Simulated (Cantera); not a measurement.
A freely propagating, adiabatic, planar premixed flame of H2 : O2 : N2 = 1 : 0.238 : 1.17 (molar parts), equivalence ratio 2.1, unburnt at 423 K and 0.340 bar; mixture-averaged transport, grid criteria slope 0.08 and curve 0.16, no radiation.

Computed with Cantera and the H2/O2 subset of GRI-Mech 3.0, which has no nitrogen chemistry. Burning velocities carry a grid error of a few per cent, more on coarse grids.

Predict: laminar burning velocity; thermal thickness; peak x(O); peak x(OH); peak x(H2O2).


* **laminar burning velocity**: 363 cm/s
* **thermal thickness**: 1.69 mm
* **peak x(O)**: 0.00269
* **peak x(OH)**: 0.00202
* **peak x(H2O2)**: 1.84e-5
